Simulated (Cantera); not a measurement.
Charge: 1 mol C6H6, 0.79 mol H2O, 0.52 mol N2, held at 750 Torr.

Equilibrium computed with Cantera from the NASA thermochemical tables; the gas is ideal and each condensed phase is pure. Candidate condensed phases: C, C6H6, C7H8, C8H18, H2O; 136 gas species. Kinetics and transport are ignored.

Q: At 1098 K, list the 5 most abundant gas species with their mole fractions, and the condensed phases.

A: H2 0.718, CO 0.146, N2 0.105, CH4 0.0189, H2O 0.00965. Condensed: C(graphite).
